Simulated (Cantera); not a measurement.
A freely propagating, adiabatic, planar premixed flame of 41.6 % H₂, 12.2 % O₂, 46.2 % N₂, unburnt at 525 K and 210 Torr; multicomponent transport, grid criteria slope 0.08 and curve 0.16, no radiation.

Model: the H2/O2 subset of GRI-Mech 3.0, which has no nitrogen chemistry, integrated in Cantera. Burning velocities carry a grid error of a few per cent, more on coarse grids.

Question: Predict: laminar burning velocity; thermal thickness; peak x(O); peak x(HO₂); peak x(H₂O₂).

Answer: 
```
Quantity                     Value
------------------------  --------
laminar burning velocity  608 cm/s
thermal thickness          2.25 mm
peak x(O)                  0.00633
peak x(HO₂)               0.000115
peak x(H₂O₂)               4.70e-6
```
